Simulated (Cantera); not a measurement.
Mixture: CH4 : O2 : N2 = 1 : 1.54 : 5.78 (molar parts), equivalence ratio 1.3, at 3.00 bar, adiabatic and at constant volume. Ignition delay is the time to a rise of 400 K.

Model: GRI-Mech 3.0 (53 species, 325 reactions), integrated in Cantera.

Question: What does this change do: N2 5.78 to 9.1 parts?

Answer: 
```csv
quantity,before,after
delay at 1100 K,75.4 ms,0.115 s
delay at 1200 K,18.2 ms,28.2 ms
delay at 1300 K,5.01 ms,7.85 ms
delay at 1400 K,1.54 ms,2.40 ms
delay at 1500 K,0.526 ms,0.801 ms
delay at 1600 K,0.200 ms,0.294 ms
apparent activation energy between 1400 and 1600 K,190 kJ/mol,200 kJ/mol
```

Question: What does this change do: pressure from 3.00 bar to 19.0 bar?

Answer: 
| quantity | before | after |
|---|---|---|
| delay at 1100 K | 75.4 ms | 9.06 ms |
| delay at 1200 K | 18.2 ms | 2.46 ms |
| delay at 1300 K | 5.01 ms | 0.786 ms |
| delay at 1400 K | 1.54 ms | 0.279 ms |
| delay at 1500 K | 0.526 ms | 0.107 ms |
| delay at 1600 K | 0.200 ms | 44.2 µs |
| apparent activation energy between 1400 and 1600 K | 190 kJ/mol | 170 kJ/mol |
The pressure lies above the range GRI-Mech 3.0 was tuned for (to about 10 atm).
